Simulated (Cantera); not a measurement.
**TiO₂ + H₂ (hydrogen reduction and annealing atmospheres)**

A closed system holds: 1 mol TiO₂, 750 mol H₂, held at 82.5 Torr.

These are equilibrium values from Cantera (NASA tables, ideal gas, pure condensed phases), not measurements of a reactor. Candidate condensed phases: H₂O, Ti, TiO, TiO₂, Ti₂O₃, Ti₃O₅, Ti₄O₇; 12 gas species. Mutual solubility and eutectic melting of coexisting phases are not modelled. Equilibrium is a limit: real reactors are often held back by kinetics, nucleation or transport.

```
T (K)  log p H₂  log p H  log p H₂O  log p TiO  log p OH  log p TiO₂  log p Ti  n Ti₃O₅(s)  n Ti₂O₃(s)
-----  --------  -------  ---------  ---------  --------  ----------  --------  ----------  ----------
1475      -0.96    -5.37      -4.31     -12.34    -10.30      -12.81      <-12       0.333           0
1525      -0.96    -5.11      -4.31     -11.55     -9.97      -12.15      <-12       0.333           0
1575      -0.96    -4.86      -4.23     -10.86     -9.57      -11.50      <-12       0.200       0.200
1625      -0.96    -4.63      -4.13     -10.24     -9.18      -10.89    -12.78           0       0.500
1675      -0.96    -4.41      -4.13      -9.61     -8.91      -10.37    -11.99           0       0.500
1725      -0.96    -4.21      -4.13      -9.02     -8.65       -9.88    -11.24           0       0.500
1775      -0.96    -4.02      -4.13      -8.47     -8.40       -9.41    -10.54           0       0.500
1825      -0.96    -3.84      -4.13      -7.94     -8.17       -8.98     -9.87           0       0.500
1875      -0.96    -3.66      -4.14      -7.45     -7.95       -8.56     -9.25           0       0.500
1925      -0.96    -3.50      -4.14      -6.98     -7.74       -8.17     -8.66           0       0.500
```
log p: log10 of the partial pressure in bar; n: condensed amount in mol.

From 1475 K to 1525 K the condensed part is Ti₃O₅(s). At 1575 K the condensed part is Ti₂O₃(s) + Ti₃O₅(s). From 1625 K to 1925 K the condensed part is Ti₂O₃(s).
